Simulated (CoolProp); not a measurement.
Vapour-liquid equilibrium of R1234yf (1) + R1234ze(E) (2) at 3.84 bar; x and y are mole fractions of (1).

Values from CoolProp's multi-fluid Helmholtz-energy mixture model, Lemmon 2022 and Thol 2016; pair parameters Bell 2022.

### Question
Give the bubble temperature and the first vapour's composition at x = 0.05, 0.65, 0.95. Is there an azeotrope?

### Answer
x = 0.05: 289.1 K, y = 0.069; x = 0.65: 282.3 K, y = 0.713; x = 0.95: 279.5 K, y = 0.962. No azeotrope shows between x = 0.05 and 0.95.

The pair parameters rest on a limited set of measurements; away from them the model extrapolates.
